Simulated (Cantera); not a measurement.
Feed: 1 mol CO2, 0.24 mol O2, 7.8 mol H2, held at 750 K and 100000 Pa.

Cantera equilibrium calculation (NASA polynomials, part measured and part estimated; ideal gas, pure solids and liquids). Candidate condensed phases: C, C6H6, C7H8, C8H18, H2O; 110 gas species. Rates play no part.

Base state: H2 0.507, H2O 0.348, CH4 0.138, CO2 0.00535, CO 0.00127 (mole fractions); condensed: gas only.

Task: What changes in the equilibrium state with this change: O2 from 0.24 to 3.4 mol?

Result: 
```csv
species,before,after
H2O,0.348,0.779
CO2,0.00535,0.110
H2,0.507,0.107
CH4,0.138,0.00113
CO,0.00127,0.00247
```

Task: What changes in the equilibrium state with this change: temperature from 750 K to 3523.15 K?

Result: 
| species | before | after |
|---|---|---|
| H2 | 0.507 | 0.396 |
| H | <1e-9 | 0.391 |
| CO | 0.00127 | 0.0853 |
| H2O | 0.348 | 0.0721 |
| CH4 | 0.138 | <1e-9 |
| OH | <1e-9 | 0.0333 |
| O | <1e-9 | 0.0191 |
| O2 | <1e-9 | 0.00134 |
| CO2 | 0.00535 | 0.00187 |
